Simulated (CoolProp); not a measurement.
The numbers come from the reference Helmholtz-energy equation of state, Lemmon 2006 in CoolProp. It is a short technical equation, of lower accuracy than the large ones.

Q: For isohexane, give the phase and the Z, cp (kJ/(kg K)), speed of sound (m/s), Joule-Thomson coefficient (K/MPa) at 195.7 K and 101 kPa; 245.4 K and 101 kPa; 275.3 K and 101 kPa.

A: 
- 195.7 K and 101 kPa: liquid; Z 0.00724, cp 1.83, speed of sound 1540, Joule-Thomson coefficient -0.571
- 245.4 K and 101 kPa: liquid; Z 0.00613, cp 2.00, speed of sound 1290, Joule-Thomson coefficient -0.499
- 275.3 K and 101 kPa: liquid; Z 0.00568, cp 2.13, speed of sound 1150, Joule-Thomson coefficient -0.445
